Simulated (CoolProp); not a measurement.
Methanol along the isobar 3.72 bar: Z from the reference equation and from simpler models built on Tc = 513.4 K, pc = 82.16 bar, ω = 0.565; each cubic takes its own stable root.

Values from CoolProp's reference Helmholtz-energy equation of state, de Reuck 1993.

```
T (K)   phase   reference  Redlich-Kwong  Peng-Robinson
-----  ------  ----------  -------------  -------------
288.7  liquid    0.006243       0.008620       0.007209
294.6  liquid    0.006160       0.008519       0.007108
300.5  liquid    0.006082       0.008425       0.007012
306.4  liquid    0.006007       0.008337     (withheld)
312.3  liquid    0.005936     (withheld)     (withheld)
318.2  liquid    0.005869       0.008180       0.006759
324.1  liquid    0.005805       0.008111       0.006686
330    liquid    0.005745       0.008048     (withheld)
335.9  liquid    0.005687         0.9478       0.006554
341.8  liquid    0.005634         0.9503       0.006495
347.7  liquid    0.005583         0.9526       0.006442
353.6  liquid    0.005536         0.9548       0.006394
359.5  liquid    0.005492         0.9569       0.006350
365.4  liquid    0.005452         0.9588       0.006312
371.3  liquid    0.005415     (withheld)       0.006279
377.2     gas  (withheld)         0.9624         0.9508
```

Question: Fill in the missing entries.

Answer: 
- 306.4, Peng-Robinson: 0.006922
- 312.3, Redlich-Kwong: 0.008256
- 312.3, Peng-Robinson: 0.006838
- 330, Peng-Robinson: 0.006617
- 371.3, Redlich-Kwong: 0.9606
- 377.2, reference: 0.9101

At some of these states Redlich-Kwong gives the other phase, because its saturation line lies elsewhere.
